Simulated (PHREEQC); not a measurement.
PHREEQC input (ion-association model, wateq4f.dat):

```
SOLUTION_MASTER_SPECIES
  An  An-  0  An  62.0  # stands for a non-complexing anion
SOLUTION_SPECIES
  An- = An-
    -log_k 0
    -gamma 3.0 0
PHASES
  Fix_H+
    H+ = H+
    -log_k 0
SOLUTION 1
  temp 25
  units mmol/kgw
  pH 7 charge
  Na 1
  An 1
END
SELECTED_OUTPUT 1
  -reset false
  -pH true
  -pe true
  -ionic_strength true
  -water true
  -totals Na
  -molalities Hfo_wOH Hfo_wOH2+ Hfo_wO- Hfo_sOH Hfo_sOH2+ Hfo_sO-
USER_PUNCH 1
  -headings sigma psi
  10 PUNCH EDL("sigma", "Hfo"), EDL("psi", "Hfo")
PRINT
  -reset false
USE solution 1
SURFACE 1
  Hfo_wOH 0.00314607 600 1.4
  Hfo_sOH 7.86517e-05
EQUILIBRIUM_PHASES 1
  Fix_H+ -4 HAn 10
    -force_equality true
  O2(g) -0.68 10
END
# ... the last block is repeated for the other 12 points of pH, with NaOH or the acid as the point needs
```

Selected output (columns that matter, 13 of 13 rows; pH added in front):

```
pH	mu	Na	m_Hfo_wOH	m_Hfo_wOH2+	m_Hfo_wO-	m_Hfo_sOH	m_Hfo_sOH2+	m_Hfo_sO-	sigma	psi
4	0.0016838	0.001	0.0018804	0.0011981	6.7606e-05	4.7009e-05	2.9953e-05	1.6902e-06	0.13311	0.2062
4.67	0.0013455	0.001	0.0022236	0.00077664	0.00014584	5.559e-05	1.9416e-05	3.6461e-06	0.074274	0.18201
5.33	0.0011759	0.001	0.0023581	0.00056081	0.00022715	5.8953e-05	1.402e-05	5.6787e-06	0.039288	0.15284
6	0.0010855	0.001	0.0024008	0.00045505	0.00029018	6.0021e-05	1.1376e-05	7.2545e-06	0.019412	0.11904
6.67	0.0010396	0.001	0.0024119	0.00040545	0.00032869	6.0298e-05	1.0136e-05	8.2172e-06	0.0090386	0.082488
7.33	0.0010162	0.001	0.0024145	0.00038156	0.00035002	6.0362e-05	9.539e-06	8.7504e-06	0.0037139	0.045033
8	0.001002	0.001	0.002415	0.00036749	0.00036357	6.0375e-05	9.1873e-06	9.0893e-06	0.00046154	0.0063694
8.67	0.0010158	0.0010267	0.0024148	0.00035497	0.00037633	6.0369e-05	8.8742e-06	9.4082e-06	-0.0025151	-0.032377
9.33	0.0010525	0.0010828	0.0024132	0.00033689	0.000396	6.0329e-05	8.4223e-06	9.8999e-06	-0.0069592	-0.070094
10	0.0011732	0.0012424	0.0024055	0.0003028	0.00043778	6.0137e-05	7.5699e-06	1.0944e-05	-0.015894	-0.10707
10.67	0.0016494	0.0018087	0.0023654	0.00023485	0.00054579	5.9135e-05	5.8713e-06	1.3645e-05	-0.036611	-0.14061
11.33	0.0036718	0.0040564	0.0021523	0.00012168	0.00087209	5.3806e-05	3.0421e-06	2.1802e-05	-0.088358	-0.16518
12	0.013157	0.014043	0.0013684	2.447e-05	0.0017531	3.4211e-05	6.1176e-07	4.3827e-05	-0.20354	-0.17525
```
